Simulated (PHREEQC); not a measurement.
PHREEQC input (Pitzer model, pitzer.dat):

```
SOLUTION 1
  temp 30
  units mol/kgw
  pH 7 charge
  Cl 0.2261
  Na 0.0061
  K 0.22
END
USE solution 1
INCREMENTAL_REACTIONS false
REACTION 1
  H2O -1
  0 9.886 18.011 24.689 30.178 34.689 38.397 41.444
  43.949 46.007 47.699 49.089 50.232 51.172 51.944 52.578
  53.1 53.528 53.88 54.17 54.408 54.603 54.764 54.896
  55.005 55.094 55.168 55.228 moles
EQUILIBRIUM_PHASES 1
  Halite 0 0
  Sylvite 0 0
SELECTED_OUTPUT 1
  -reset false
  -pH true
  -pe true
  -ionic_strength true
  -water true
  -activities H2O
  -totals Cl K Na
  -molalities H+ Na+ K+ Cl- OH-
  -equilibrium_phases Halite Sylvite
PRINT
  -reset false
END
```

Selected output (columns that matter, 19 of 28 rows; water left (kg) added in front):

```
water left (kg)	pH	mu	Cl	K	Na	m_H+	m_Na+	m_K+	m_Cl-	m_OH-	la_H2O	Sylvite
1	6.9092	0.2261	0.2261	0.22	0.0061	1.6143e-07	0.0061	0.22	0.2261	1.6143e-07	-0.0032256	0
0.675514	6.9054	0.33471	0.33471	0.32568	0.0090302	1.6417e-07	0.0090302	0.32568	0.33471	1.6417e-07	-0.0047448	0
0.555203	6.9029	0.40724	0.40724	0.39625	0.010987	1.6502e-07	0.010987	0.39625	0.40724	1.6502e-07	-0.0057583	0
0.456313	6.8999	0.49549	0.49549	0.48213	0.013368	1.6538e-07	0.013368	0.48213	0.49549	1.6538e-07	-0.0069921	0
0.30824	6.8917	0.73352	0.73352	0.71373	0.01979	1.6414e-07	0.01979	0.71373	0.73352	1.6414e-07	-0.010331	0
0.208215	6.8797	1.0859	1.0859	1.0566	0.029297	1.593e-07	0.029297	1.0566	1.0859	1.593e-07	-0.015328	0
0.171138	6.8719	1.3212	1.3212	1.2855	0.035644	1.5511e-07	0.035644	1.2855	1.3212	1.5511e-07	-0.01871	0
0.140655	6.8626	1.6075	1.6075	1.5641	0.043369	1.495e-07	0.043369	1.5641	1.6075	1.495e-07	-0.022885	0
0.0950203	6.839	2.3795	2.3795	2.3153	0.064197	1.3353e-07	0.064197	2.3153	2.3795	1.3353e-07	-0.03451	0
0.0641769	6.8078	3.5231	3.5231	3.428	0.09505	1.1107e-07	0.09505	3.428	3.5231	1.1107e-07	-0.052819	0
0.0527548	6.7898	4.2859	4.2859	4.1702	0.11563	9.7884e-08	0.11563	4.1702	4.2859	9.7884e-08	-0.065783	0
0.0433504	6.7736	5.0486	5.0486	4.9079	0.14071	8.6269e-08	0.14071	4.9079	5.0486	8.6269e-08	-0.079349	0.0072416
0.0292979	6.7683	5.0725	5.0725	4.8643	0.20821	8.591e-08	0.20821	4.8643	5.0725	8.591e-08	-0.079897	0.077485
0.0197855	6.7605	5.1084	5.1084	4.8001	0.30831	8.5371e-08	0.30831	4.8001	5.1084	8.5371e-08	-0.080722	0.12503
0.0162724	6.7553	5.1324	5.1324	4.7576	0.37487	8.5009e-08	0.37487	4.7576	5.1324	8.5009e-08	-0.08128	0.14258
0.0133718	6.7489	5.162	5.1621	4.7059	0.45618	8.4564e-08	0.45618	4.7059	5.1621	8.4564e-08	-0.081973	0.15707
0.00902992	6.7317	5.2432	5.2432	4.5677	0.67553	8.3343e-08	0.67553	4.5677	5.2432	8.3343e-08	-0.083896	0.17875
0.00609331	6.7058	5.3672	5.3672	4.3661	1.0011	8.148e-08	1.0011	4.3661	5.3672	8.148e-08	-0.086909	0.1934
0.00501235	6.6886	5.4519	5.4519	4.2349	1.217	8.0213e-08	1.217	4.2349	5.4519	8.0213e-08	-0.089013	0.19877
```
